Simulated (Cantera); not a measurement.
Cantera run, input and output.

```python
import numpy as np
import cantera as ct

gas = ct.Solution("gri30.yaml")
gas.TPX = 1725, 101325, {'CH4': 0.17, 'N2': 52}
inlet = ct.Reservoir(gas, clone=True)

reactor = ct.IdealGasConstPressureReactor(gas, energy="off", clone=False)
exhaust = ct.Reservoir(gas, clone=True)
tau = [2.3, 0.65, 0.19, 0.054, 0.016, 0.0045, 0.0013][0]
for a, b in ((inlet, reactor), (reactor, exhaust)):
    ct.MassFlowController(a, b, mdot=lambda t: reactor.mass / tau)
net = ct.ReactorNet([reactor])
show = ['CH4', 'HCN', 'C2H', 'CH3', 'CH2', 'H', 'C2H2']

rows = []
print(f"{'tau/s':>10s}{'T/K':>9s}" + "".join(f"{s:>11s}" for s in show))
for tau in [2.3, 0.65, 0.19, 0.054, 0.016, 0.0045, 0.0013]:
    net.initial_time = 0.0
    net.advance(30 * tau)
    before = gas.X
    net.advance(40 * tau)
    drift = np.max(np.abs(gas.X - before) / (gas.X + 1e-9))
    rows.append([gas.T, *gas[show].X, drift])
    print(f"{tau:10.3e}{gas.T:9.1f}" + "".join(f"{x:11.3e}" for x in gas[show].X))
```

Result:

```
     tau/s      T/K        CH4        HCN        C2H        CH3        CH2          H       C2H2
 2.300e+00   1725.0  1.917e-04  5.169e-05  2.499e-08  1.018e-05  2.722e-08  1.215e-05  1.496e-03
 6.500e-01   1725.0  3.566e-04  2.460e-05  2.384e-08  1.879e-05  4.852e-08  1.152e-05  1.421e-03
 1.900e-01   1725.0  6.382e-04  1.118e-05  2.169e-08  3.326e-05  8.139e-08  1.050e-05  1.273e-03
 5.400e-02   1725.0  1.105e-03  4.396e-06  1.802e-08  5.695e-05  1.283e-07  8.874e-06  1.011e-03
 1.600e-02   1725.0  1.739e-03  1.411e-06  1.269e-08  8.790e-05  1.767e-07  6.667e-06  6.377e-04
 4.500e-03   1725.0  2.499e-03  2.502e-07  5.505e-09  1.135e-04  1.879e-07  3.756e-06  2.115e-04
 1.300e-03   1725.0  3.074e-03  1.206e-08  6.803e-10  8.390e-05  9.210e-08  1.191e-06  1.423e-05
```

Computed with Cantera and GRI-Mech 3.0 (53 species, 325 reactions). GRI-Mech 3.0 stops at C3 and has no aromatics, soot or wall deposition, so with more carbon than oxygen in the feed, carbon stays in small species such as C2H2 where larger ones or solid carbon would form.
